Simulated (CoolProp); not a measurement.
Water at 327.04 K and 0.0104 MPa flows at 14 m/s in a round tube of 1 mm bore and 1.5 µm roughness, fully developed (64/Re and Nu = 3.66 if laminar; Colebrook and Gnielinski if turbulent). Each further row changes one setting.

Computed with CoolProp (reference Helmholtz-energy equation of state, Wagner 2002).

```csv
case,Reynolds number,Darcy friction factor,pressure drop (Pa/m),heat-transfer coefficient (W/(m² K)),mass flow (kg/h)
as stated,90.8,0.705,4770,75.2,0.00274
velocity 28 m/s,182,0.352,9550,75.2,0.00547
diameter 2 mm,182,0.352,1190,37.6,0.0109
```

Viscosity comes from a separate model (Huber 2009). Thermal conductivity comes from a separate model (Huber 2012).
